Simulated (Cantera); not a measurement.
Thermodynamics of hydrogen reduction and annealing atmospheres, feed Fe3O4 + H2

A closed system holds: 1 mol Fe3O4, 180 mol H2, held at 0.100 bar.

These are equilibrium values from Cantera (NASA tables, ideal gas, pure condensed phases), not measurements of a reactor. Candidate condensed phases: Fe, FeO, Fe(OH)2, Fe(OH)3, Fe2O3, Fe3O4, H2O; 12 gas species. Equilibrium is a limit: real reactors are often held back by kinetics, nucleation or transport.

```csv
T (K),log p H2,log p H2O,log p H,log p Fe,log p OH,log p Fe(OH)2,n Fe(α),n Fe(γ)
748,-1.01,-2.65,<-13,<-13,<-13,<-13,3.00,0
823,-1.01,-2.65,-11.64,<-13,<-13,<-13,3.00,0
898,-1.01,-2.65,-10.47,<-13,<-13,-12.45,3.00,0
973,-1.01,-2.65,-9.47,<-13,<-13,-11.73,3.00,0
1048,-1.01,-2.65,-8.62,-12.85,-12.76,-11.12,3.00,0
1123,-1.01,-2.65,-7.88,-11.51,-11.81,-10.59,3.00,0
1198,-1.01,-2.65,-7.23,-10.33,-10.97,-10.13,0,3.00
1273,-1.01,-2.65,-6.65,-9.30,-10.23,-9.72,0,3.00
1348,-1.01,-2.65,-6.14,-8.39,-9.58,-9.35,0,3.00
1423,-1.01,-2.65,-5.68,-7.57,-8.99,-9.03,0,3.00
1498,-1.01,-2.65,-5.27,-6.84,-8.46,-8.73,0,3.00
```
log p: log10 of the partial pressure in bar; n: condensed amount in mol.

From 748 K to 1123 K the condensed part is Fe(α). From 1198 K to 1498 K the condensed part is Fe(γ).
